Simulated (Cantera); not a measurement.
An isothermal, constant-pressure homogeneous reactor starts with NH3 : H2 = 1 : 1.6 (molar parts), at 1575 K and 0.0266 atm.

Computed with Cantera and the gas-phase N/H chemistry of the illustrative SiF4/NH3 mechanism in the Surface Chemkin manual (1991). Walls and surfaces, which speed up NH3 decomposition in real reactors, are not modelled.

Task: Predict: x(NH3) at 10.0 s; x(H2) at 10.0 s; x(N2) at 10.0 s; x(N) at 10.0 s; x(NH) at 10.0 s; x(NH2) at 10.0 s; x(N2H2) at 10.0 s.

Result: 
| Property | Result |
|---|---|
| x(NH3) at 10.0 s | 0.362 (gas-phase equilibrium 3.96e-7) |
| x(H2) at 10.0 s | 0.630 (gas-phase equilibrium 0.861) |
| x(N2) at 10.0 s | 0.00812 (gas-phase equilibrium 0.139) |
| x(N) at 10.0 s | 1.82e-8 (gas-phase equilibrium <1e-12) |
| x(NH) at 10.0 s | 4.20e-7 (gas-phase equilibrium 5.52e-12) |
| x(NH2) at 10.0 s | 6.77e-5 (gas-phase equilibrium 2.54e-10) |
| x(N2H2) at 10.0 s | 3.23e-7 (gas-phase equilibrium <1e-12) |
